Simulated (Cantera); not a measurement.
An isothermal, constant-pressure homogeneous reactor starts with C₂H₆ : N₂ = 1 : 4.7 (molar parts), at 1400 K and 680 Pa.

Computed with Cantera and GRI-Mech 3.0 (53 species, 325 reactions). GRI-Mech 3.0 stops at C3 and has no aromatics, soot or wall deposition, so with more carbon than oxygen in the feed, carbon stays in small species such as C2H2 where larger ones or solid carbon would form. Radical loss at walls, strong at low pressure, is not modelled.

x: mole fraction; the columns are a selection and need not sum to one.

```tsv
t (s)	x C₂H₆	x C₂H₂	x CH₃	x C₂H	x C₂H₄
0.000700	0.174	5.66e-8	[?]	<1e-12	0.000312
0.00167	0.168	6.17e-6	[?]	5.57e-11	0.00312
0.00399	0.147	0.000241	[?]	1.52e-9	0.0170
0.00951	0.0929	0.00320	[?]	9.84e-9	0.0512
0.0227	0.0282	0.0169	[?]	3.36e-8	0.0807
0.0542	0.00292	0.0418	[?]	3.88e-8	0.0708
0.129	0.000272	0.0606	[?]	1.90e-8	0.0522
0.308	3.44e-5	0.0734	[?]	8.99e-9	0.0382
0.736	7.23e-6	0.0838	[?]	4.92e-9	0.0266
1.76	3.40e-6	0.0940	[?]	3.93e-9	0.0153
4.19	3.90e-6	0.104	[?]	4.95e-9	0.00435
10.0	4.87e-6	0.108	[?]	6.05e-9	0.000366
```

Question: Fill in the missing entries.

Answer: 
- 0.000700, x CH₃: 0.00157
- 0.00167, x CH₃: 0.00324
- 0.00399, x CH₃: 0.00613
- 0.00951, x CH₃: 0.00696
- 0.0227, x CH₃: 0.00412
- 0.0542, x CH₃: 0.00124
- 0.129, x CH₃: 0.000394
- 0.308, x CH₃: 0.000153
- 0.736, x CH₃: 7.32e-5
- 1.76, x CH₃: 5.20e-5
- 4.19, x CH₃: 5.86e-5
- 10.0, x CH₃: 6.76e-5
